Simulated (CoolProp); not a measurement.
Vapour pressure (MPa) of decamethyltetrasiloxane (MD2M): the reference equation beside estimates from Tc = 599.4 K, pc = 1.144 MPa, ω = 0.635. Clausius-Clapeyron is anchored at 391.3 K with a constant enthalpy of vaporisation of 48.75 kJ/mol.

Values from CoolProp's reference Helmholtz-energy equation of state, Thol 2017.

```json
[
 {"T (K)": "376.6", "reference": "0.005346", "Lee-Kesler": "0.005458", "Clausius-Clapeyron": "0.005431", "van der Waals": "0.1290", "Redlich-Kwong": "0.03740", "Soave-Redlich-Kwong": "0.005442", "Peng-Robinson": "0.005806"},
 {"T (K)": "381.5", "reference": "0.006576", "Lee-Kesler": "0.006688", "Clausius-Clapeyron": "0.006633", "van der Waals": "0.1386", "Redlich-Kwong": "0.04241", "Soave-Redlich-Kwong": "0.006672", "Peng-Robinson": "0.007079"},
 {"T (K)": "386.4", "reference": "0.008032", "Lee-Kesler": "0.008143", "Clausius-Clapeyron": "0.008060", "van der Waals": "0.1486", "Redlich-Kwong": "0.04791", "Soave-Redlich-Kwong": "0.008125", "Peng-Robinson": "0.008578"},
 {"T (K)": "391.3", "reference": "0.009746", "Lee-Kesler": "0.009851", "Clausius-Clapeyron": "0.009746", "van der Waals": "0.1591", "Redlich-Kwong": "0.05392", "Soave-Redlich-Kwong": "0.009834", "Peng-Robinson": "0.01033"},
 {"T (K)": "396.2", "reference": "0.01175", "Lee-Kesler": "0.01185", "Clausius-Clapeyron": "0.01173", "van der Waals": "0.1701", "Redlich-Kwong": "0.06047", "Soave-Redlich-Kwong": "0.01183", "Peng-Robinson": "0.01237"},
 {"T (K)": "401.1", "reference": "0.01408", "Lee-Kesler": "0.01416", "Clausius-Clapeyron": "0.01405", "van der Waals": "0.1815", "Redlich-Kwong": "0.06759", "Soave-Redlich-Kwong": "0.01415", "Peng-Robinson": "0.01474"},
 {"T (K)": "405.9", "reference": "0.01672", "Lee-Kesler": "0.01678", "Clausius-Clapeyron": "0.01671", "van der Waals": "0.1932", "Redlich-Kwong": "0.07514", "Soave-Redlich-Kwong": "0.01678", "Peng-Robinson": "0.01740"},
 {"T (K)": "410.8", "reference": "0.01981", "Lee-Kesler": "0.01985", "Clausius-Clapeyron": "0.01985", "van der Waals": "0.2057", "Redlich-Kwong": "0.08347", "Soave-Redlich-Kwong": "0.01986", "Peng-Robinson": "0.02052"},
 {"T (K)": "415.7", "reference": "0.02334", "Lee-Kesler": "0.02337", "Clausius-Clapeyron": "0.02348", "van der Waals": "0.2187", "Redlich-Kwong": "0.09245", "Soave-Redlich-Kwong": "0.02338", "Peng-Robinson": "0.02408"},
 {"T (K)": "420.6", "reference": "0.02737", "Lee-Kesler": "0.02737", "Clausius-Clapeyron": "0.02768", "van der Waals": "0.2322", "Redlich-Kwong": "0.1021", "Soave-Redlich-Kwong": "0.02741", "Peng-Robinson": "0.02812"},
 {"T (K)": "425.5", "reference": "0.03194", "Lee-Kesler": "0.03190", "Clausius-Clapeyron": "0.03250", "van der Waals": "0.2462", "Redlich-Kwong": "0.1125", "Soave-Redlich-Kwong": "0.03197", "Peng-Robinson": "0.03270"},
 {"T (K)": "430.4", "reference": "0.03710", "Lee-Kesler": "0.03703", "Clausius-Clapeyron": "0.03802", "van der Waals": "0.2608", "Redlich-Kwong": "0.1236", "Soave-Redlich-Kwong": "0.03713", "Peng-Robinson": "0.03787"},
 {"T (K)": "435.3", "reference": "0.04290", "Lee-Kesler": "0.04279", "Clausius-Clapeyron": "0.04432", "van der Waals": "0.2759", "Redlich-Kwong": "0.1354", "Soave-Redlich-Kwong": "0.04294", "Peng-Robinson": "0.04367"}
]
```

Absolute difference from the reference over all 13 rows, mean and median: Lee-Kesler 0.7 and 0.4 %, Clausius-Clapeyron 1.0 and 0.6 %, van der Waals 1195.1 and 1055.5 %, Redlich-Kwong 371.5 and 349.4 %, Soave-Redlich-Kwong 0.6 and 0.4 %, Peng-Robinson 4.5 and 4.1 %.
